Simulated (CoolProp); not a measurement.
Water along the isotherm 384.3 K: fugacity coefficient from the reference equation and from simpler models built on Tc = 647.1 K, pc = 220.6 bar, ω = 0.344; each cubic takes its own stable root.

Computed with CoolProp (reference Helmholtz-energy equation of state, Wagner 2002).

```json
[
 {"p (bar)": "1.74", "phase": "liquid", "reference": "0.8400"},
 {"p (bar)": "3.97", "phase": "liquid", "reference": "0.3687"},
 {"p (bar)": "9.03", "phase": "liquid", "reference": "0.1626"},
 {"p (bar)": "20.6", "phase": "liquid", "reference": "0.07175"},
 {"p (bar)": "46.8", "phase": "liquid", "reference": "0.03208"},
 {"p (bar)": "106", "phase": "liquid", "reference": "0.01467"},
 {"p (bar)": "242", "phase": "liquid", "reference": "0.006960"},
 {"p (bar)": "552", "phase": "liquid", "reference": "0.003655"}
]
```

Task: How far does each simpler model (Redlich-Kwong, Peng-Robinson) lie from the reference over these 8 states: mean and median of the absolute difference, and the worst?

Result: 
- Redlich-Kwong: mean 158.1 %, median 171.7 %, worst +207.5 % at 384.3 K and 552 bar
- Peng-Robinson: mean 2.6 %, median 3.1 %, worst +3.4 % at 384.3 K and 552 bar

At some of these states Redlich-Kwong gives the other phase, because its saturation line lies elsewhere.
